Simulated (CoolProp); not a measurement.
Vapour-liquid equilibrium of carbon dioxide (1) + CHF3 (R23) (2) at 17.8 bar; x and y are mole fractions of (1).

The numbers come from the multi-fluid Helmholtz-energy mixture model, Span 1996 and Penoncello 2003; pair parameters Bell 2016 in CoolProp.

| x | bubble temperature (K) | y at the bubble point | dew temperature at overall composition x (K) | liquid density (mol/L) |
|---|---|---|---|---|
| 0.05 | 260.3 | 0.067 | 260.5 | 16.28 |
| 0.2 | 257.8 | 0.254 | 258.5 | 17.23 |
| 0.35 | 255.5 | 0.420 | 256.5 | 18.24 |
| 0.5 | 253.7 | 0.567 | 254.5 | 19.33 |
| 0.65 | 252.2 | 0.701 | 252.7 | 20.51 |
| 0.8 | 251.0 | 0.828 | 251.2 | 21.81 |
| 0.95 | 250.1 | 0.955 | 250.1 | 23.26 |

No azeotrope shows between x = 0.05 and 0.95.

Pair parameters are fitted to limited data, so mixtures are less certain than the pure fluids.
